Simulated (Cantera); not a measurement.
**Equilibrium for silicon nitride deposition: SiCl4 + NH3**

A closed system holds: 1 mol SiCl4, 9.7 mol NH3, at 1.00 bar.

Equilibrium computed with Cantera from the NASA thermochemical tables; the gas is ideal and each condensed phase is pure. Candidate condensed phases: NH4Cl, Si, Si3N4; 28 gas species. The tables' values for SiCl3, SiCl, SiN are old estimates; treat these amounts as uncertain. Gases not in the tables: Si2H6 and higher silanes. Equilibrium is a limit: real reactors are often held back by kinetics, nucleation or transport.

From 875 K to 1925 K the condensed part is Si3N4(s). At 2075 K the condensed part is Si(l). The main Si-bearing gas is SiCl4 at 875 K and SiCl2 at 2075 K. The share of Si in condensed phases is highest at 1325 K (97.0 %) and lowest at 2075 K (13.1 %).

| T (K) | log p H2 | log p N2 | log p HCl | log p SiCl2 | log p SiCl4 | log p H | log p SiCl3 | n Si3N4(s) | n Si(l) |
|---|---|---|---|---|---|---|---|---|---|
| 875 | -0.21 | -0.69 | -0.75 | -9.78 | -2.39 | -10.41 | -6.97 | 0.305 | 0 |
| 1025 | -0.21 | -0.69 | -0.74 | -7.42 | -2.62 | -8.47 | -5.68 | 0.316 | 0 |
| 1175 | -0.22 | -0.69 | -0.73 | -5.68 | -2.80 | -7.02 | -4.74 | 0.321 | 0 |
| 1325 | -0.22 | -0.69 | -0.73 | -4.35 | -2.95 | -5.89 | -4.02 | 0.323 | 0 |
| 1475 | -0.22 | -0.69 | -0.73 | -3.31 | -3.08 | -5.00 | -3.46 | 0.320 | 0 |
| 1625 | -0.21 | -0.69 | -0.74 | -2.50 | -3.25 | -4.26 | -3.06 | 0.299 | 0 |
| 1775 | -0.21 | -0.68 | -0.79 | -1.91 | -3.56 | -3.64 | -2.85 | 0.234 | 0 |
| 1925 | -0.20 | -0.66 | -0.90 | -1.55 | -4.06 | -3.12 | -2.86 | 0.121 | 0 |
| 2075 | -0.20 | -0.65 | -0.98 | -1.41 | -4.65 | -2.68 | -3.03 | 0 | 0.131 |
log p: log10 of the partial pressure in bar; n: condensed amount in mol.
